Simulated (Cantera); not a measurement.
A closed system holds: 1 mol Ti, 1 mol CO, at 1225 °C and 1.00 Torr.

Cantera equilibrium calculation (NASA polynomials, part measured and part estimated; ideal gas, pure solids and liquids). Candidate condensed phases: C, Ti, TiC, TiO, TiO2, Ti2O3, Ti3O5, Ti4O7; 15 gas species. Mutual solubility and eutectic melting of coexisting phases are not modelled. TiC: taken at fixed stoichiometry. Rates play no part.

Base state: CO 1.000, CO2 2.11e-5 (mole fractions); condensed: TiC(s) + Ti2O3(s).

**Question.** What changes in the equilibrium state with this change: temperature from 1225 °C to 1677 °C?

**Answer.** 
| species | before | after |
|---|---|---|
| CO | 1.000 | 1.000 |
| TiO | 2.43e-9 | 0.000226 |
| Ti | <1e-9 | 6.35e-5 |
| CO2 | 2.11e-5 | 1.30e-5 |
| TiC(s), mol | 0.600 | 0.500 |
| Ti2O3(s), mol | 0.200 | 0 |
| TiO(s), mol | 0 | 0.500 |
TiC, TiO: taken at fixed stoichiometry. Condensed phases not in the tables: solid solutions among these carbides, nitrides and lower oxides.
